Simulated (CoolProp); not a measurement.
Aqueous potassium formate as a coolant, at 8 °C, 1 atm.

Values from CoolProp's Melinder's fits for secondary coolants.

```tsv
mass %	freezing point (°C)	Prandtl number	conductivity (W/(m K))	viscosity (mPa s)	density (kg/m³)
1.4	-0.6	10.3	0.574	1.42	1009
6.4	[?]	10.6	0.567	1.53	1041
11.4	-5.7	[?]	0.558	1.61	1071
16.5	-9.0	11.1	0.550	1.71	1103
21.5	-12.8	11.6	0.542	1.86	1136
26.5	-17.4	12.3	0.533	2.03	1170
31.5	-22.9	13.1	0.523	2.22	1205
36.5	-29.6	13.9	0.512	2.42	[?]
41.6	-37.7	15.3	0.499	2.71	1279
```

**Question.** Complete the blanks.

**Answer.** 
- 6.4, freezing point (°C): -3.0
- 11.4, Prandtl number: 10.8
- 36.5, density (kg/m³): 1241
